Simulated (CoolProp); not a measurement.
Vapour-liquid equilibrium of dimethyl ether (1) + chloromethane (R40) (2) at 0.289 MPa; x and y are mole fractions of (1).

Values from CoolProp's multi-fluid Helmholtz-energy mixture model, Wu 2011 and Thol 2014; pair parameters Bell 2016.

```tsv
x	bubble temperature (K)	y at the bubble point	dew temperature at overall composition x (K)	liquid density (mol/L)
0.05	276.5	0.043	276.6	18.68
0.2	277.1	0.184	277.2	18.04
0.35	277.5	0.341	277.5	17.42
0.5	277.5	0.505	277.5	16.85
0.65	277.2	0.669	277.3	16.30
0.8	276.7	0.823	276.8	15.78
0.95	275.8	0.959	275.9	15.28
```

y crosses x between x = 0.35 and 0.5: the model has an azeotrope there.

The pair parameters rest on a limited set of measurements; away from them the model extrapolates.
